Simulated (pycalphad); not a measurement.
Source of the numbers: pycalphad with the COST 507 light-alloy database (1999); pressure 1 atm. The data set is of 1999 and partly superseded. The system is extrapolated from its subsystems; higher-order compounds may be missing. Phase fractions are per mole of atoms. Diffusion is slow at the low end, where real alloys seldom reach equilibrium.

**Question.** Give the equilibrium state of Mg-0.48Cu-0.24Al-15.03Si (at.%) at 97 °C.

**Answer.** HCP_A3, fraction 0.538, with <0.01 Cu, <0.01 Al, <0.01 Si at.%; MG2SI, fraction 0.451, with no Cu, no Al, 33.3 Si at.%; LAVES_C15, fraction 0.011, with 44.5 Cu, 22.2 Al, <0.01 Si at.%.

**Question.** Give the equilibrium state of Mg-0.48Cu-0.24Al-15.03Si (at.%) at 697 °C.

**Answer.** LIQUID, fraction 0.595, with 0.81 Cu, 0.40 Al, 2.6 Si at.%; MG2SI, fraction 0.405, with no Cu, no Al, 33.3 Si at.%.

Database names, with the compositions (at.%) that they take in these runs: MG2SI: Mg 67 Si 33; LAVES_C15: Cu 44-46 Mg 33 Al 20-22. HCP_A3 is hcp. An entry "none" or "no" means that the model of the phase leaves that element out.
